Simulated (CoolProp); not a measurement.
The numbers come from the reference Helmholtz-energy equation of state, Lemmon 2006 in CoolProp. It is a short technical equation, of lower accuracy than the large ones.

For C2F6 (R116), give the phase and the cp (kJ/(kg K)), cv (kJ/(kg K)), fugacity coefficient at 370.7 K and 6.95 bar.


- 370.7 K and 6.95 bar: gas; cp 0.891, cv 0.819, fugacity coefficient 0.968
